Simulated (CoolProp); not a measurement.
A simple Rankine cycle with n-perfluorohexane: condensing at 313.15 K, boiler at 0.87 MPa, turbine inlet 417.6 K, turbine efficiency 0.65, pump efficiency 0.7, no recuperator. Each further row changes one setting.

Model: reference Helmholtz-energy equation of state, Gao 2022, in CoolProp.

```tsv
case	thermal efficiency (%)	net work (kJ/kg)	heat in (kJ/kg)	turbine exit temperature (K)	volume ratio over the turbine
as stated	8.7	15.1	173	390.0	20.7
turbine inlet 437.6 K	8.4	16.3	195	411.4	19.2
condensing temperature 305.15 K	9.4	17.0	182	387.8	28.5
boiler pressure 0.609 MPa	7.8	13.9	178	396.1	12.8
turbine efficiency 0.55	7.3	12.7	173	392.6	20.9
```
